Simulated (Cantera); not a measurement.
# Adiabatic ignition

An adiabatic, constant-volume homogeneous reactor starts with CH₄ : CO : O₂ : N₂ : H₂O = 2.4 : 0.44 : 3.17 : 11.9 : 4.2 (molar parts), equivalence ratio 1.6, at 1398 K and 9.87 atm.

Cantera simulation using GRI-Mech 3.0 (53 species, 325 reactions); the numbers are that mechanism's predictions, not measurements.

```tsv
t (s)	T (K)	P (bar)	x CH₄	x CO	x O₂	x O	x NO₂	x N₂O
4.00e-6	1398	10.00	0.109	0.0199	0.143	1.69e-9	<1e-12	1.61e-12
8.85e-6	1398	10.00	0.109	0.0199	0.143	2.72e-9	<1e-12	6.20e-12
1.96e-5	1398	10.00	0.109	0.0199	0.143	5.56e-9	<1e-12	2.22e-11
4.34e-5	1398	10.0	0.108	0.0199	0.143	1.16e-8	<1e-12	7.27e-11
9.60e-5	1399	10.0	0.108	0.0199	0.143	1.72e-8	<1e-12	2.31e-10
0.000213	1401	10.0	0.108	0.0199	0.143	2.39e-8	<1e-12	7.65e-10
0.000470	1411	10.1	0.106	0.0201	0.142	5.16e-8	<1e-12	3.31e-9
0.00104	2718	21.0	7.92e-11	0.0768	0.000165	0.000110	2.35e-8	1.23e-7
0.00230	2714	20.9	8.15e-11	0.0769	0.000159	0.000106	6.49e-8	1.45e-7
0.00510	2714	20.9	8.15e-11	0.0769	0.000159	0.000106	6.51e-8	1.45e-7
0.0113	2714	20.9	8.15e-11	0.0769	0.000159	0.000106	6.51e-8	1.45e-7
0.0250	2714	20.9	8.15e-11	0.0769	0.000159	0.000106	6.51e-8	1.45e-7
0.0553	2714	20.9	8.15e-11	0.0769	0.000159	0.000106	6.51e-8	1.45e-7
0.122	2714	20.9	8.15e-11	0.0769	0.000159	0.000106	6.51e-8	1.45e-7
0.271	2714	20.9	8.15e-11	0.0769	0.000159	0.000106	6.51e-8	1.45e-7
0.600	2714	20.9	8.15e-11	0.0769	0.000159	0.000106	6.51e-8	1.45e-7
```
x: mole fraction; the columns are a selection and need not sum to one.

| Item | Result |
|---|---|
| time of steepest temperature rise | 0.933 ms |
| temperature at 0.600 s | 2714 K |
| equilibrium temperature | 2714 K |
| x(CH₄) at 0.600 s | 8.15e-11 (gas-phase equilibrium 9.23e-11) |
| x(CO) at 0.600 s | 0.0769 (gas-phase equilibrium 0.0769) |
| x(O₂) at 0.600 s | 0.000159 (gas-phase equilibrium 0.000159) |
